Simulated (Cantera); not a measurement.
Input: 1 mol SiO2, 0.53 mol Al2O3, 0.14 mol H2O, equilibrated at 1552 °C and 0.380 bar.

These are equilibrium values from Cantera (NASA tables, ideal gas, pure condensed phases), not measurements of a reactor. Candidate condensed phases: Al, Al2O3, Al2SiO5, Al6Si2O13, H2O, Si, SiO2; 28 gas species. Mutual solubility and eutectic melting of coexisting phases are not modelled. The tables hold silica as quartz up to 1696 K and as liquid above; real silica turns to tridymite and cristobalite and melts near 1996 K. Condensed phases not in the tables: alloys, solid solutions and most ternary compounds. Gases not in the tables: Si(OH)4. Rates play no part.

Base state: H2O 0.995, H2 0.00304, O2 0.00130, OH 0.000902, H 3.94e-5 (mole fractions); condensed: Al6Si2O13(mullite) + SiO2(condensed).

Question: What changes in the equilibrium state with this change: pressure from 0.380 bar to 1 atm?

Answer: 
```csv
species,before,after
H2O,0.995,0.996
H2,0.00304,0.00219
O2,0.00130,0.000936
H,3.94e-5,2.05e-5
OH,0.000902,0.000651
"Al6Si2O13(mullite), mol",0.177,0.177
"SiO2(condensed), mol",0.647,0.647
```
